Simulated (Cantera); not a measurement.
## Diamond growth

A diamond (100) surface in a fixed gas of H2 with x(CH4) = 0.0032, x(H) = 0.00035, x(CH3) = 0.0012, 0.0620 bar; coverages are run to steady state.

Cantera simulation using the Harris–Goodwin 1993 mechanism for the reconstructed diamond (100) surface; the numbers are that mechanism's predictions, not measurements.

```csv
T (K),growth (µm/h),θ c6HH,θ c6H*,θ c6*H,θ c6**,θ c6HM
900,4.79,0.182,0.00258,0.0721,0.000558,0.597
975,8.06,0.231,0.00549,0.121,0.00137,0.480
1050,9.19,0.343,0.0128,0.229,0.00351,0.284
1125,5.70,0.458,0.0244,0.365,0.00707,0.0880
1200,3.30,0.488,0.0332,0.425,0.00981,0.0182
1275,2.63,0.492,0.0393,0.438,0.0117,0.00363
1350,1.76,0.503,0.0438,0.431,0.0132,0.000764
```
θ: site fractions in the mechanism's names (c6HH fully hydrogenated, c6H* and c6*H radical sites, c6** diradical, c6HM methylated).
